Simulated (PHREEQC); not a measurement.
Model water analysis in mg/L, 25 °C, pH 6.29, pe -0.7:

```
constituent             mg/L
------------------  --------
Na                       1.8
K                     0.0183
Ca                     0.327
Mg                     0.112
Cl                      1.75
S(6) as SO4             1.56
Alkalinity as HCO3       1.4
Mn(2)                0.00105
Br                   0.00102
F                     0.0374
N(-3) as NH4        0.000463
Fe(2)                0.00564
```

Valence states are taken as typed.

Computed with PHREEQC (ion-association model, wateq4f.dat).

```csv
quantity,before,after
CO2 (mol/kgw),2.67e-5,5.44e-5
HCO3- (mol/kgw),2.34e-5,2.40e-5
CaSO4 (mol/kgw),2.36e-8,2.36e-8
MgSO4 (mol/kgw),1.57e-8,1.57e-8
NaSO4- (mol/kgw),6.02e-9,6.02e-9
CaHCO3+ (mol/kgw),2.30e-9,2.36e-9
SI of Siderite (FeCO3),-4.81,-5.10
SI of Rhodochrosite (MnCO3),-5.29,-5.58
```

### Question
Which change was made?
A. pH from 6.29 to 5.99 at the same alkalinity
B. all concentrations times 4 at the same typed pH
C. Fe(2) from 0.00564 to 0.0169 mg/L

### Answer
A, pH from 6.29 to 5.99 at the same alkalinity

Precipitation was switched off in this run. Fluoro complexes past AlF4- and FeF3 are missing from the database.
